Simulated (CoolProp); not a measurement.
R236FA along the isobar 8.77 bar: Z from the reference equation and from simpler models built on Tc = 398.1 K, pc = 31.91 bar, ω = 0.377; each cubic takes its own stable root.

Model: reference Helmholtz-energy equation of state, Pan 2012, in CoolProp.

| T (K) | phase | reference | van der Waals | Redlich-Kwong | Soave-Redlich-Kwong | Peng-Robinson |
|---|---|---|---|---|---|---|
| 267 | liquid | 0.04105 | [?] | 0.04786 | [?] | 0.04010 |
| 281.8 | liquid | 0.04016 | 0.06829 | [?] | 0.04438 | 0.03923 |
| 296.6 | liquid | 0.03952 | 0.06739 | 0.04674 | 0.04382 | 0.03869 |
| 311.4 | liquid | 0.03914 | 0.8270 | 0.04685 | [?] | 0.03853 |
| 326.1 | liquid | 0.03906 | 0.8483 | 0.8057 | 0.04407 | 0.03884 |
| 340.9 | gas | 0.7962 | [?] | 0.8335 | 0.8142 | 0.8024 |
| 355.7 | gas | 0.8335 | 0.8808 | 0.8557 | 0.8436 | 0.8322 |
| 370.5 | gas | 0.8611 | 0.8933 | 0.8739 | 0.8670 | 0.8561 |
| 385.2 | gas | [?] | 0.9039 | 0.8888 | 0.8860 | 0.8755 |
| 400 | gas | [?] | 0.9131 | 0.9015 | 0.9019 | 0.8918 |

Problem. Complete the blanks.

Solution. 
- 267, van der Waals: 0.06975
- 267, Soave-Redlich-Kwong: 0.04531
- 281.8, Redlich-Kwong: 0.04710
- 311.4, Soave-Redlich-Kwong: 0.04368
- 340.9, van der Waals: 0.8660
- 385.2, reference: 0.8825
- 400, reference: 0.8996

At some of these states van der Waals, Redlich-Kwong gives the other phase, because its saturation line lies elsewhere.
